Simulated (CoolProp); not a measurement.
Values from CoolProp's reference Helmholtz-energy equation of state, Aleksandrov 2011. It is a short technical equation, of lower accuracy than the large ones.

Question: Give the vapour pressure (kPa), liquid density (kg/m³), liquid cp (kJ/(kg K)) of saturated n-undecane at 473.5 K.

Answer: 
```
T (K)  p (kPa)  liquid density (kg/m³)  liquid cp (kJ/(kg K))
-----  -------  ----------------------  ---------------------
473.5      113                     595                   2.90
```
